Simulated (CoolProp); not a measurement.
Decamethylcyclopentasiloxane (D5) along the isotherm 364.6 K: Z from the reference equation and from simpler models built on Tc = 618.3 K, pc = 1078 kPa, ω = 0.631; each cubic takes its own stable root.

Model: reference Helmholtz-energy equation of state, Thol 2019, in CoolProp.

```csv
p (kPa),phase,reference
202,liquid,0.02798
404,liquid,0.05593
606,liquid,0.08385
808,liquid,0.1117
1010,liquid,0.1396
1210,liquid,0.1672
1410,liquid,0.1947
1620,liquid,0.2236
```

Question: How far does each simpler model (van der Waals, Redlich-Kwong, Soave-Redlich-Kwong, Peng-Robinson) lie from the reference over these 8 states: mean and median of the absolute difference, and the worst?

Answer: 
- van der Waals: mean 80.4 %, median 80.3 %, worst +82.5 % at 364.6 K and 202 kPa
- Redlich-Kwong: mean 23.3 %, median 23.3 %, worst +23.9 % at 364.6 K and 202 kPa
- Soave-Redlich-Kwong: mean 15.3 %, median 15.3 %, worst +15.4 % at 364.6 K and 202 kPa
- Peng-Robinson: mean 2.5 %, median 2.5 %, worst +2.6 % at 364.6 K and 202 kPa
